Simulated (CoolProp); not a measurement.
A simple Rankine cycle with ammonia: condensing at 288.15 K, boiler at 3.8 MPa, turbine inlet 499.3 K, turbine efficiency 0.9, pump efficiency 0.6, no recuperator. Each further row changes one setting.

Values from CoolProp's reference Helmholtz-energy equation of state, Gao 2020.

```json
[
 {"case": "as stated", "thermal efficiency (%)": "16.8", "net work (kJ/kg)": "281", "heat in (kJ/kg)": "1680", "turbine exit temperature (K)": "361.7", "volume ratio over the turbine": "3.87"},
 {"case": "turbine inlet 519.3 K", "thermal efficiency (%)": "17.1", "net work (kJ/kg)": "296", "heat in (kJ/kg)": "1730", "turbine exit temperature (K)": "378.4", "volume ratio over the turbine": "3.88"},
 {"case": "condensing temperature 280.15 K", "thermal efficiency (%)": "18.7", "net work (kJ/kg)": "320", "heat in (kJ/kg)": "1710", "turbine exit temperature (K)": "342.7", "volume ratio over the turbine": "4.83"},
 {"case": "boiler pressure 2.66 MPa", "thermal efficiency (%)": "13.8", "net work (kJ/kg)": "235", "heat in (kJ/kg)": "1700", "turbine exit temperature (K)": "389.6", "volume ratio over the turbine": "2.89"},
 {"case": "turbine efficiency 0.8", "thermal efficiency (%)": "14.9", "net work (kJ/kg)": "249", "heat in (kJ/kg)": "1680", "turbine exit temperature (K)": "375.1", "volume ratio over the turbine": "4.03"}
]
```
